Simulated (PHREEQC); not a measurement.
Make-up at 25 °C: 1.4 mol Na2SO4 and 3.9 mol NaCl per kg of water. Closed to the air; pH follows from the charge balance.

Model: Pitzer model, pitzer.dat, run in PHREEQC.

**Question.** The ionic strength comes out as 8.10 mol/kgw. What activity coefficients do Cl-, SO4-2, Na+ get?

**Answer.** Cl- 0.67, SO4-2 0.0078, Na+ 1.1. Single-ion values are on the MacInnes scale.

Precipitation was switched off in this run. Saturation is exceeded, for instance for Thenardite; the values hold only as long as no solid forms.
